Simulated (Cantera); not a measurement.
A closed system holds: 1 mol toluene, 0.59 mol O₂, 0.63 mol H₂, held at 95.0 Pa.

Cantera equilibrium calculation (NASA polynomials, part measured and part estimated; ideal gas, pure solids and liquids). Candidate condensed phases: C, C₆H₆, C₇H₈, C₈H₁₈, H₂O; 110 gas species. The numbers say what is thermodynamically allowed, not how fast it happens.

x: gas mole fraction; n: condensed amount in mol.

```csv
T (°C),x H,x H₂,x CO,x C₃,x C,x C₂,n C(graphite)
2200,0.450,0.388,0.157,0.000342,0.000120,3.14e-5,5.75
2250,0.516,0.328,0.150,0.000746,0.000240,6.90e-5,5.73
2300,0.579,0.270,0.144,0.00158,0.000464,0.000147,5.70
2350,0.636,(withheld),0.137,(withheld),(withheld),(withheld),5.64
2400,0.685,(withheld),0.132,(withheld),(withheld),(withheld),5.53
2450,0.722,0.129,0.126,0.0125,0.00292,0.00121,5.31
2500,0.746,0.0958,0.121,0.0238,0.00515,0.00231,4.90
2550,0.753,0.0685,0.115,0.0440,0.00890,0.00432,4.13
2600,0.736,0.0466,0.107,0.0797,0.0151,0.00789,2.63
2650,0.692,0.0297,0.0968,0.134,0.0247,0.0136,0
2700,0.698,0.0219,0.0953,0.129,0.0332,0.0161,0
```

Problem. What belongs in the gaps?

Solution. 
- 2350, x H₂: 0.217
- 2350, x C₃: 0.00323
- 2350, x C: 0.000877
- 2350, x C₂: 0.000305
- 2400, x H₂: 0.170
- 2400, x C₃: 0.00645
- 2400, x C: 0.00162
- 2400, x C₂: 0.000614
